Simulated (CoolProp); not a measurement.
Values from CoolProp's reference Helmholtz-energy equation of state, Lemmon 2003. It is a pseudo-pure fit of the blend.

Q: For R404A, give the phase and the density (kg/m³), expansivity (1/kK), conductivity (mW/(m K)) at 473.9 K and 19.1 MPa.

A: 
- 473.9 K and 19.1 MPa: supercritical; density 602, expansivity 4.34, conductivity 51.7

Thermal conductivity comes from a separate model (Geller 2001).
